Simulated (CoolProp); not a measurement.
A single-stage vapour-compression cycle with R407C: evaporating at 288.15 K (dew point), condensing at 344.15 K (bubble point), superheat 5 K, subcooling 5 K, compressor efficiency 0.65, no pressure losses. Each further row changes one setting.

Computed with CoolProp (reference Helmholtz-energy equation of state, Lemmon 2003). It is a pseudo-pure fit of the blend.

```json
[
 {"case": "as stated", "cooling COP": "1.99", "pressure ratio": "4.62", "discharge temperature (K)": "382.5", "refrigerating effect (kJ/kg)": "116", "volumetric capacity (kJ/m³)": "3610"},
 {"case": "evaporating temperature 293.15 K", "cooling COP": "2.28", "pressure ratio": "3.97", "discharge temperature (K)": "379.5", "refrigerating effect (kJ/kg)": "118", "volumetric capacity (kJ/m³)": "4280"},
 {"case": "condensing temperature 339.15 K", "cooling COP": "2.31", "pressure ratio": "4.17", "discharge temperature (K)": "376.0", "refrigerating effect (kJ/kg)": "125", "volumetric capacity (kJ/m³)": "3900"},
 {"case": "subcooling 10 K", "cooling COP": "2.17", "pressure ratio": "4.62", "discharge temperature (K)": "382.5", "refrigerating effect (kJ/kg)": "126", "volumetric capacity (kJ/m³)": "3920"},
 {"case": "superheat 15 K", "cooling COP": "2.03", "pressure ratio": "4.62", "discharge temperature (K)": "393.3", "refrigerating effect (kJ/kg)": "126", "volumetric capacity (kJ/m³)": "3700"},
 {"case": "compressor efficiency 0.55", "cooling COP": "1.69", "pressure ratio": "4.62", "discharge temperature (K)": "390.6", "refrigerating effect (kJ/kg)": "116", "volumetric capacity (kJ/m³)": "3610"}
]
```
